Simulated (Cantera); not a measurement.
Feed: 1 mol Si3N4, 3.9 mol N2O, 930 mol N2, 0.041 mol H2O, held at 1850 K and 29.0 mbar.

These are equilibrium values from Cantera (NASA tables, ideal gas, pure condensed phases), not measurements of a reactor. Candidate condensed phases: H2O, Si, SiO2, Si2N2O, Si3N4; 35 gas species. The tables hold silica as quartz up to 1696 K and as liquid above; real silica turns to tridymite and cristobalite and melts near 1996 K. Equilibrium is a limit: real reactors are often held back by kinetics, nucleation or transport.

**Question.** What is the equilibrium state?

**Answer.** 
```
Quantity                              Value
--------------------------------  ---------
x(N2)                                 0.998
x(SiO)                              0.00220
x(H2)                               3.19e-5
x(H)                                1.79e-5
x(H2O)                              2.83e-6
n(SiO2(condensed))                0.937 mol
gas amount                        938.0 mol
log10 activity of Si(l) (absent)      -6.12
```
